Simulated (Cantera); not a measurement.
Input: 1 mol Cu, 0.078 mol H2O, 45 mol CO, held at 627 °C and 2.30 bar.

Equilibrium computed with Cantera from the NASA thermochemical tables; the gas is ideal and each condensed phase is pure. Candidate condensed phases: C, C6H6, C7H8, C8H18, Cu, CuO, Cu(OH)2, Cu2O, H2O; 113 gas species. The numbers say what is thermodynamically allowed, not how fast it happens.

Base state: CO2 0.755, CO 0.242, H2O 0.00174, H2 0.00129 (mole fractions); condensed: C(graphite) + Cu(s).

Task: What changes in the equilibrium state with this change: Cu replaced by Si?

Result: 
```csv
species,before,after
CO2,0.755,0.754
CO,0.242,0.242
H2O,0.00174,0.00182
H2,0.00129,0.00135
"C(graphite), mol",19.4,20.5
"Cu(s), mol",1.00,0
"SiO2(β-quartz), mol",0,1.00
```
Further candidate phases: Si, SiC, SiO2.
